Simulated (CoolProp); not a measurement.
Vapour-liquid equilibrium of R125 (1) + R236FA (2) at 0.103 MPa; x and y are mole fractions of (1).

Computed with CoolProp (multi-fluid Helmholtz-energy mixture model, Lemmon 2005 and Pan 2012; pair parameters Bell 2016).

| x | bubble temperature, mixture model (°C) | bubble temperature, Raoult's law (°C) | y, mixture model | y, Raoult's law |
|---|---|---|---|---|
| 0.05 | -6.7 | -7.0 | 0.242 | 0.260 |
| 0.15 | -15.8 | -16.2 | 0.544 | 0.565 |
| 0.25 | -22.8 | -23.1 | 0.711 | 0.728 |
| 0.35 | -28.3 | -28.5 | 0.810 | 0.822 |
| 0.45 | -32.7 | -32.9 | 0.872 | 0.882 |
| 0.55 | -36.4 | -36.6 | 0.914 | 0.922 |
| 0.65 | -39.5 | -39.7 | 0.944 | 0.949 |
| 0.75 | -42.2 | -42.4 | 0.966 | 0.969 |
| 0.85 | -44.6 | -44.7 | 0.982 | 0.984 |
| 0.95 | -46.8 | -46.8 | 0.995 | 0.995 |

The largest gap from Raoult's law is +0.4 K in bubble temperature, at x = 0.15. No azeotrope shows between x = 0.05 and 0.95.

Pair parameters are fitted to limited data, so mixtures are less certain than the pure fluids.
